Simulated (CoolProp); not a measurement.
Vapour pressure (bar) of normal hydrogen: the reference equation beside estimates from Tc = -240.0 °C, pc = 12.96 bar, ω = -0.219. Clausius-Clapeyron is anchored at -244.95 °C with a constant enthalpy of vaporisation of 0.7098 kJ/mol.

Computed with CoolProp (reference Helmholtz-energy equation of state, Leachman 2009).

| T (°C) | reference | Clausius-Clapeyron | van der Waals | Redlich-Kwong |
|---|---|---|---|---|
| -250.35 | 1.947 | … | 2.376 | 0.9767 |
| -249.25 | 2.523 | 3.447 | 3.018 | 1.449 |
| -248.15 | 3.210 | 4.033 | … | 2.066 |
| -247.15 | 3.940 | 4.599 | 4.536 | … |
| -246.05 | 4.869 | 5.255 | 5.493 | 3.715 |
| -244.95 | 5.942 | 5.942 | 6.568 | 4.864 |
| -243.95 | 7.054 | 6.591 | 7.652 | 6.097 |
| -242.85 | 8.439 | … | … | 7.678 |
| -241.85 | … | 8.020 | 10.27 | 9.332 |
| -240.75 | 11.62 | 8.798 | 11.83 | 11.40 |

Task: Some entries are withheld; supply them.

Result: 
- -250.35, Clausius-Clapeyron: 2.901
- -248.15, van der Waals: 3.764
- -247.15, Redlich-Kwong: 2.768
- -242.85, Clausius-Clapeyron: 7.330
- -242.85, van der Waals: 8.964
- -241.85, reference: 9.860

Absolute difference from the reference over all 10 rows, mean and median: Clausius-Clapeyron 19.9 and 17.7 %, van der Waals 11.8 and 11.7 %, Redlich-Kwong 22.9 and 20.9 %.
